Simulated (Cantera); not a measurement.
Mixture: 7.32 % CH4, 19.5 % O2, 73.2 % N2, equivalence ratio 0.75, at 14.8 atm, adiabatic and at constant volume. Ignition delay is the time to a rise of 400 K.

Model: GRI-Mech 3.0 (53 species, 325 reactions), integrated in Cantera. The pressure lies above the range GRI-Mech 3.0 was tuned for (to about 10 atm).

Question: Predict: delay at 1100 K; delay at 1200 K; delay at 1300 K; delay at 1400 K; delay at 1500 K; apparent activation energy between 1400 and 1500 K.

Answer: 
- delay at 1100 K = 9.67 ms
- delay at 1200 K = 2.55 ms
- delay at 1300 K = 0.801 ms
- delay at 1400 K = 0.282 ms
- delay at 1500 K = 0.109 ms
- apparent activation energy between 1400 and 1500 K = 170 kJ/mol
